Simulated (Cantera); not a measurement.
Charge: 1 mol B2O3, 13 mol NH3, 0.24 mol H2, held at 1.00 bar.

Method: chemical equilibrium by Gibbs-energy minimisation in Cantera with the NASA 1993 tables (ideal gas, pure condensed phases). Candidate condensed phases: B, BN, B2O3, B3O3H3, H2O; 39 gas species. The numbers say what is thermodynamically allowed, not how fast it happens. All values below are at 2173 K.

Base state: H2 0.692, N2 0.238, HBO 0.0255, HBO2 0.0206, B2O3 0.0106, H2O 0.00539, H 0.00401, B2O2 0.00202 (mole fractions); condensed: gas only.

Question: What changes in the equilibrium state with this change: H2 from 0.24 to 52 mol?

Answer: 
```json
[
 {"species": "H2", "before": "0.692", "after": "0.886"},
 {"species": "N2", "before": "0.238", "after": "0.0821"},
 {"species": "HBO", "before": "0.0255", "after": "0.0137"},
 {"species": "HBO2", "before": "0.0206", "after": "0.00686"},
 {"species": "B2O3", "before": "0.0106", "after": "0.00147"},
 {"species": "B2O2", "before": "0.00202", "after": "0.000452"},
 {"species": "BO2", "before": "1.93e-5", "after": "5.67e-6"},
 {"species": "BO", "before": "0.00184", "after": "0.000870"},
 {"species": "H2O", "before": "0.00539", "after": "0.00429"}
]
```
